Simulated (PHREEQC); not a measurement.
A solution holds 0.0011 mol/kgw NaHF2, at 25 °C. It is in equilibrium with CO2 at log p = 0 (atm). Otherwise closed; pH follows from the charge balance.

Computed with PHREEQC (ion-association model, phreeqc.dat).

| Item | Result |
|---|---|
| pH | 3.44 |
| ionic strength | 0.00148 mol/kgw |
| specific conductance | 261 µS/cm |
| total alkalinity | -1.10 meq/kg |

```json
[
 {"species": "CO2", "molality": "0.0338", "activity": "0.0338", "log γ": "0.000"},
 {"species": "F-", "molality": "0.00144", "activity": "0.00137", "log γ": "-0.019"},
 {"species": "Na+", "molality": "0.00110", "activity": "0.00105", "log γ": "-0.019"},
 {"species": "HF", "molality": "0.000756", "activity": "0.000757", "log γ": "0.000"},
 {"species": "H+", "molality": "0.000382", "activity": "0.000367", "log γ": "-0.018"},
 {"species": "HCO3-", "molality": "4.27e-5", "activity": "4.10e-5", "log γ": "-0.018"},
 {"species": "(CO2)2", "molality": "2.10e-5", "activity": "2.10e-5", "log γ": "0.000"},
 {"species": "HF2-", "molality": "4.16e-6", "activity": "3.99e-6", "log γ": "-0.019"}
]
```

Precipitation was switched off in this run.
